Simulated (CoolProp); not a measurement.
Saturation properties of methanol.

Model: reference Helmholtz-energy equation of state, de Reuck 1993, in CoolProp.

| T (K) | p (bar) | vapour Z | surface tension (mN/m) | liquid viscosity (µPa s) | vapour viscosity (µPa s) |
|---|---|---|---|---|---|
| 405.6 | 8.980 | 0.8405 | … | 163 | 12.7 |
| 408.1 | 9.584 | 0.8344 | 12.1 | 159 | 12.7 |
| 410.6 | 10.22 | 0.8281 | … | 155 | 12.8 |
| 413.1 | 10.89 | 0.8217 | 11.5 | 151 | 12.8 |
| 415.6 | 11.59 | 0.8150 | 11.3 | 148 | … |
| 418.1 | 12.33 | 0.8081 | 11.0 | 144 | 13.0 |
| 420.6 | 13.10 | 0.8010 | 10.7 | 141 | 13.0 |
| 423.1 | 13.92 | 0.7937 | 10.4 | 138 | 13.1 |
| 425.6 | … | 0.7862 | … | 134 | 13.2 |
| 428.1 | 15.66 | 0.7786 | 9.87 | 131 | 13.2 |
| 430.6 | 16.60 | 0.7707 | 9.59 | 128 | 13.3 |
| 433.1 | 17.58 | 0.7628 | 9.30 | 125 | 13.4 |
| 435.6 | 18.60 | 0.7546 | 9.01 | 122 | 13.4 |
| 438.1 | … | 0.7464 | 8.72 | 119 | 13.5 |
| 440.6 | 20.78 | 0.7380 | 8.43 | 116 | 13.6 |

Some entries are withheld; supply them.


- 405.6, surface tension (mN/m): 12.3
- 410.6, surface tension (mN/m): 11.8
- 415.6, vapour viscosity (µPa s): 12.9
- 425.6, p (bar): 14.77
- 425.6, surface tension (mN/m): 10.2
- 438.1, p (bar): 19.67

It boils at 337.6 K under 1 atm.

Viscosity comes from a separate model (Xiang 2006). Surface tension comes from a separate correlation (Mulero 2012).
